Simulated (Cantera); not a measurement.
**Equilibrium for metals in furnace atmospheres: Cu + CO₂ + CO**

A closed system holds: 1 mol Cu, 0.021 mol CO₂, 10 mol CO, held at 1725 °C and 1.00 Torr.

These are equilibrium values from Cantera (NASA tables, ideal gas, pure condensed phases), not measurements of a reactor. Candidate condensed phases: C, Cu, CuO, Cu₂O; 15 gas species. Equilibrium is a limit: real reactors are often held back by kinetics, nucleation or transport.

```json
{
 "x(CO)": "0.907",
 "x(Cu)": "0.0907",
 "x(CO₂)": "0.00190",
 "x(Cu₂)": "1.07e-5",
 "x(O)": "1.35e-6",
 "gas_amount": "11.02 mol",
 "log10 activity of Cu(l) (absent)": "-1.54",
 "log10 activity of C(graphite) (absent)": "-4.83"
}
```
